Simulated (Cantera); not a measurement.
A perfectly stirred reactor is fed with H2 : O2 = 0.13 : 1 (molar parts), at 0.0133 bar; it is held at 1200 K, and followed from long to short residence time.

Model: the H2/O2 subset of GRI-Mech 3.0, which has no nitrogen chemistry, integrated in Cantera. Radical loss at walls, strong at low pressure, is not modelled. The temperature is held fixed by assumption; the heat of reaction is taken as removed at once.

x: mole fraction; the columns are a selection and need not sum to one.

| τ (s) | x H2 | x O2 | x OH | x H2O | x HO2 |
|---|---|---|---|---|---|
| 4.8 | 0.000145 | 0.876 | 0.00104 | 0.121 | 1.74e-6 |
| 2.1 | 0.000244 | 0.875 | 0.00137 | 0.121 | 2.40e-6 |
| 0.90 | ___ | 0.874 | ___ | 0.120 | ___ |
| 0.39 | 0.000691 | 0.871 | 0.00238 | 0.119 | 4.02e-6 |
| 0.17 | 0.00114 | 0.867 | 0.00310 | 0.117 | 4.84e-6 |
| 0.072 | 0.00187 | 0.859 | 0.00401 | 0.114 | 5.57e-6 |
| 0.031 | 0.00296 | 0.849 | 0.00503 | 0.109 | 6.08e-6 |
| 0.013 | 0.00464 | 0.837 | 0.00612 | 0.102 | 6.34e-6 |
| 0.0058 | ___ | 0.828 | ___ | 0.0949 | 6.40e-6 |
| 0.0025 | 0.0116 | 0.824 | 0.00822 | 0.0863 | 6.34e-6 |

**Question.** What belongs in the gaps?

**Answer.** 
- 0.90, x H2: 0.000414
- 0.90, x OH: 0.00181
- 0.90, x HO2: 3.18e-6
- 0.0058, x H2: 0.00708
- 0.0058, x OH: 0.00713
